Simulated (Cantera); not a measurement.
An isothermal, constant-pressure homogeneous reactor starts with NH₃ : N₂ = 1 : 0.26 (molar parts), at 2150 K and 97.5 Torr.

Cantera simulation using the gas-phase N/H chemistry of the illustrative SiF4/NH3 mechanism in the Surface Chemkin manual (1991); the numbers are that mechanism's predictions, not measurements. Walls and surfaces, which speed up NH3 decomposition in real reactors, are not modelled.

x: mole fraction; the columns are a selection and need not sum to one.

```json
[
 {"t (s)": "0.000500", "x NH₃": "0.785", "x NH": "…", "x H": "9.63e-6", "x N₂": "0.207", "x H₂": "0.00513", "x N₂H₂": "1.29e-5"},
 {"t (s)": "0.00131", "x NH₃": "0.770", "x NH": "…", "x H": "2.42e-5", "x N₂": "0.209", "x H₂": "0.0179", "x N₂H₂": "1.37e-5"},
 {"t (s)": "0.00341", "x NH₃": "0.732", "x NH": "…", "x H": "5.75e-5", "x N₂": "0.216", "x H₂": "0.0498", "x N₂H₂": "1.25e-5"},
 {"t (s)": "0.00889", "x NH₃": "0.645", "x NH": "3.54e-5", "x H": "0.000132", "x N₂": "0.230", "x H₂": "0.123", "x N₂H₂": "1.01e-5"},
 {"t (s)": "0.0232", "x NH₃": "0.474", "x NH": "3.66e-5", "x H": "0.000294", "x N₂": "0.258", "x H₂": "0.266", "x N₂H₂": "6.46e-6"},
 {"t (s)": "0.0606", "x NH₃": "0.238", "x NH": "…", "x H": "0.000623", "x N₂": "0.297", "x H₂": "0.463", "x N₂H₂": "2.68e-6"},
 {"t (s)": "0.158", "x NH₃": "0.0539", "x NH": "…", "x H": "0.00134", "x N₂": "0.327", "x H₂": "0.617", "x N₂H₂": "4.91e-7"},
 {"t (s)": "0.413", "x NH₃": "0.000624", "x NH": "…", "x H": "0.00628", "x N₂": "0.335", "x H₂": "0.658", "x N₂H₂": "3.89e-9"},
 {"t (s)": "1.08", "x NH₃": "1.16e-5", "x NH": "…", "x H": "0.00953", "x N₂": "0.335", "x H₂": "0.656", "x N₂H₂": "4.31e-12"},
 {"t (s)": "2.81", "x NH₃": "3.00e-6", "x NH": "…", "x H": "0.00953", "x N₂": "0.335", "x H₂": "0.656", "x N₂H₂": "<1e-12"},
 {"t (s)": "7.34", "x NH₃": "1.14e-6", "x NH": "…", "x H": "0.00954", "x N₂": "0.335", "x H₂": "0.656", "x N₂H₂": "<1e-12"},
 {"t (s)": "19.2", "x NH₃": "6.78e-7", "x NH": "1.17e-8", "x H": "0.00954", "x N₂": "0.335", "x H₂": "0.656", "x N₂H₂": "<1e-12"},
 {"t (s)": "50.0", "x NH₃": "6.36e-7", "x NH": "1.10e-8", "x H": "0.00954", "x N₂": "0.335", "x H₂": "0.656", "x N₂H₂": "<1e-12"}
]
```

**Question.** Fill in the missing entries.

**Answer.** 
- 0.000500, x NH: 2.23e-5
- 0.00131, x NH: 2.63e-5
- 0.00341, x NH: 3.08e-5
- 0.0606, x NH: 3.16e-5
- 0.158, x NH: 2.01e-5
- 0.413, x NH: 4.63e-6
- 1.08, x NH: 2.00e-7
- 2.81, x NH: 5.18e-8
- 7.34, x NH: 1.96e-8
